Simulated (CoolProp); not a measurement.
The fluid at 124.45 K and 2.81 MPa flows at 0.7 m/s in a round tube of 20 mm bore and 45 µm roughness, fully developed (64/Re and Nu = 3.66 if laminar; Colebrook and Gnielinski if turbulent). The same conditions are run with several fluids, on thermodynamics alone (safety and materials aside).

Computed with CoolProp (reference Helmholtz-energy equation of state of each fluid (isobutane: Bücker 2006; R13: Platzer 1990; methane: Setzmann 1991; propane: Lemmon 2009)). The equations of Platzer and Polt are older, rougher fits.

Rank isobutane, R13, methane, propane by Reynolds number, highest first.

methane (61200), R13 (19300), propane (7370), isobutane (2070)

| fluid | Darcy friction factor | pressure drop (Pa/m) | heat-transfer coefficient (W/(m² K)) | mass flow (kg/h) |
|---|---|---|---|---|
| isobutane | 0.0310 | 277 | 28.6 | 579 |
| R13 | 0.0304 | 657 | 1260 | 1400 |
| methane | 0.0266 | 132 | 2340 | 321 |
| propane | 0.0364 | 310 | 755 | 550 |

Transport values come from each fluid's own correlations; those of R13 are estimates that may be off by 10 % or more.
